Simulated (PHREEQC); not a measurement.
## Buffer

A solution holds 5.6 mmol/kgw NaHSO4 and 55 mmol/kgw K2HPO4, at 25 °C. Closed to the air; pH follows from the charge balance.

Model: ion-association model, phreeqc.dat, run in PHREEQC.

```json
{
  "pH": "7.75",
  "ionic_strength": "0.162 mol/kgw",
  "specific_conductance": "10200 µS/cm",
  "density": "1.005 g/cm³",
  "total_alkalinity": "49.4 meq/kg"
}
```

```
species  molality  activity   log γ
-------  --------  --------  ------
K+          0.106    0.0772  -0.138
HPO4-2     0.0463    0.0148  -0.495
H2PO4-    0.00561   0.00426  -0.120
Na+       0.00541   0.00410  -0.120
SO4-2     0.00454   0.00143  -0.501
KHPO4-    0.00294   0.00223  -0.120
KSO4-     0.00102  0.000776  -0.120
NaHPO4-  0.000156  0.000118  -0.120
NaSO4-    3.87e-5   2.94e-5  -0.120
PO4-3     6.07e-6   3.75e-7  -1.209
OH-       7.82e-7   5.66e-7  -0.140
H+        2.21e-8   1.78e-8  -0.094
H3PO4     1.08e-8   1.12e-8   0.016
```

This is a speciation only: nothing precipitates in the calculation.
